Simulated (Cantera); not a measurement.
**Equilibrium for silicon oxide and oxynitride deposition: TEOS + O2 + H2 + H2O**

A closed system holds: 1 mol TEOS, 1.3 mol O2, 92 mol H2, 4.3 mol H2O, at 0.000170 bar.

These are equilibrium values from Cantera (NASA tables, ideal gas, pure condensed phases), not measurements of a reactor. Candidate condensed phases: C, C6H6, C7H8, C8H18, H2O, Si, SiC, SiO2; 123 gas species. The feed counts by its element totals alone. The tables hold silica as quartz up to 1696 K and as liquid above; real silica turns to tridymite and cristobalite and melts near 1996 K. Equilibrium is a limit: real reactors are often held back by kinetics, nucleation or transport.

| T (K) | x H2 | x CO | x H2O | x SiO | x H | x CO2 | x OH | n SiO2(β-quartz) |
|---|---|---|---|---|---|---|---|---|
| 1073 | 0.923 | 0.0694 | 0.00728 | 3.44e-11 | 1.03e-6 | 0.000593 | 3.04e-11 | 1.00 |
| 1123 | 0.923 | 0.0695 | 0.00737 | 5.29e-10 | 3.14e-6 | 0.000508 | 1.29e-10 | 1.00 |
| 1173 | 0.923 | 0.0696 | 0.00743 | 6.42e-9 | 8.69e-6 | 0.000440 | 4.82e-10 | 1.000 |
| 1223 | 0.922 | 0.0696 | 0.00749 | 6.33e-8 | 2.21e-5 | 0.000387 | 1.62e-9 | 1.000 |
| 1273 | 0.922 | 0.0696 | 0.00753 | 5.20e-7 | 5.25e-5 | 0.000344 | 4.94e-9 | 1.000 |
| 1323 | 0.922 | 0.0697 | 0.00757 | 3.63e-6 | 0.000117 | 0.000308 | 1.39e-8 | 1.000 |
| 1373 | 0.922 | 0.0697 | 0.00762 | 2.18e-5 | 0.000245 | 0.000280 | 3.62e-8 | 0.998 |
| 1423 | 0.922 | 0.0697 | 0.00773 | 0.000115 | 0.000489 | 0.000258 | 8.90e-8 | 0.987 |
| 1473 | 0.920 | 0.0697 | 0.00813 | 0.000515 | 0.000931 | 0.000249 | 2.14e-7 | 0.941 |
| 1523 | 0.917 | 0.0695 | 0.00947 | 0.00188 | 0.00170 | 0.000267 | 5.40e-7 | 0.784 |
x: gas mole fraction; n: condensed amount in mol.

From 1073 K to 1523 K the condensed part is SiO2(β-quartz).
